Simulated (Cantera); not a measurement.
What does this Cantera script print?

```python
import numpy as np
import cantera as ct

gas = ct.Solution("gri30.yaml")


def delay(T, t_max=10):
    gas.TPX = T, 500000, {'CH4': 1, 'O2': 2.38, 'N2': 8.95}
    reactor = ct.IdealGasConstPressureReactor(gas, clone=False)
    net = ct.ReactorNet([reactor])
    net.rtol, net.atol = 1e-8, 1e-16
    while net.time < t_max:
        t_old, T_old = net.time, reactor.T
        net.step()
        if reactor.T > T + 400:  # ignition: a rise of 400 K
            return t_old + (T + 400 - T_old) / (reactor.T - T_old) * (net.time - t_old)
    return np.nan


taus = []
for T in [1175, 1225, 1275, 1325, 1375, 1425, 1475, 1525]:
    taus.append(delay(T))
    print(f"T0 = {T:6g} K   tau = {taus[-1]:.4e} s")
```

Result:

```
T0 =   1175 K   tau = 1.2695e-02 s
T0 =   1225 K   tau = 6.6572e-03 s
T0 =   1275 K   tau = 3.5973e-03 s
T0 =   1325 K   tau = 1.9992e-03 s
T0 =   1375 K   tau = 1.1409e-03 s
T0 =   1425 K   tau = 6.6767e-04 s
T0 =   1475 K   tau = 4.0052e-04 s
T0 =   1525 K   tau = 2.4635e-04 s
```

Computed with Cantera and GRI-Mech 3.0 (53 species, 325 reactions).
